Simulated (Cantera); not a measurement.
Mixture: CH₄ : C₂H₆ : O₂ : N₂ = 1 : 0.11 : 3.41 : 12.8 (molar parts), equivalence ratio 0.70, at 33.0 bar, adiabatic and at constant volume. Ignition delay is the time to a rise of 400 K.

Model: GRI-Mech 3.0 (53 species, 325 reactions), integrated in Cantera. The pressure lies above the range GRI-Mech 3.0 was tuned for (to about 10 atm).

**Question.** What does this change do: pressure from 33.0 bar to 26.0 bar?

**Answer.** 
```csv
quantity,before,after
delay at 1175 K,0.595 ms,0.697 ms
delay at 1250 K,0.229 ms,0.268 ms
delay at 1325 K,99.4 µs,0.116 ms
delay at 1400 K,47.5 µs,55.7 µs
delay at 1475 K,24.4 µs,28.8 µs
delay at 1550 K,13.3 µs,15.7 µs
apparent activation energy between 1400 and 1550 K,150 kJ/mol,150 kJ/mol
```

**Question.** What does this change do: C2H6 0.11 to 0.19 parts?

**Answer.** 
| quantity | before | after |
|---|---|---|
| delay at 1175 K | 0.595 ms | 0.540 ms |
| delay at 1250 K | 0.229 ms | 0.195 ms |
| delay at 1325 K | 99.4 µs | 79.4 µs |
| delay at 1400 K | 47.5 µs | 36.3 µs |
| delay at 1475 K | 24.4 µs | 18.3 µs |
| delay at 1550 K | 13.3 µs | 9.96 µs |
| apparent activation energy between 1400 and 1550 K | 150 kJ/mol | 160 kJ/mol |
